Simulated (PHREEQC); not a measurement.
Synthetic water in mg/kgw, 25 °C, pH 2.43, pe 10.3: Na 28.3; K 74.6; Ca 487; Mg 9.46; Cl 104; S(6) as SO4 1530; Li 0.244; O(0) (dissolved oxygen) 0.263; Mn(2) 0.386; Cu(2) 41.1; B 5.04; Si as SiO2 3.85.

Cl is adjusted to close the charge balance.
Valence states are taken as typed.

Model: ion-association model, wateq4f.dat, run in PHREEQC.

Each row changes one thing in this solution. No solid was allowed to form.

```csv
case,ionic strength (mol/kgw),SO4-2 (mol/kgw),Ca+2 (mol/kgw),HSO4- (mol/kgw),Cu+2 (mol/kgw),Mg+2 (mol/kgw),SI of Gypsum (CaSO4:2H2O),SI of Quartz (SiO2)
as made,0.0443,0.00967,0.00834,0.00201,0.000440,0.000254,-0.15,-0.21
Cu(2) from 41.1 to 123 mg/kgw,0.0473,0.00950,0.00848,0.00195,0.00134,…,-0.16,-0.21
temperature from 25 to 80 °C at the same typed pH,0.0415,0.00648,0.00847,0.00528,…,…,-0.21,-0.89
```

Q: Fill in the missing entries.

A: 
- Cu(2) from 41.1 to 123 mg/kgw, Mg+2 (mol/kgw): 0.000258
- temperature from 25 to 80 °C at the same typed pH, Cu+2 (mol/kgw): 0.000439
- temperature from 25 to 80 °C at the same typed pH, Mg+2 (mol/kgw): 0.000190

Away from 25 °C the constants follow the database's enthalpies or fits; those with neither stay at their 25 °C values.
